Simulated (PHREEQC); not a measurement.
Make-up at 25 °C: 76 mmol/kgw NaBr, 24 mmol/kgw K2SO4 and 1.7 mmol/kgw H4SiO4. Closed to the air; pH follows from the charge balance.

The numbers come from PHREEQC with the ion-association model, wateq4f.dat.

No solid was allowed to form.

Order these S species by the share of S that they hold, largest first: NaSO4-, KSO4-, SO4-2.

SO4-2 (82 %), NaSO4- (10.0 %), KSO4- (8.5 %)

The pH is 6.38 and the ionic strength 0.139 mol/kgw. Examples of supersaturated solids here: Quartz (slow to form), Chalcedony (slow to form). Others may be too.
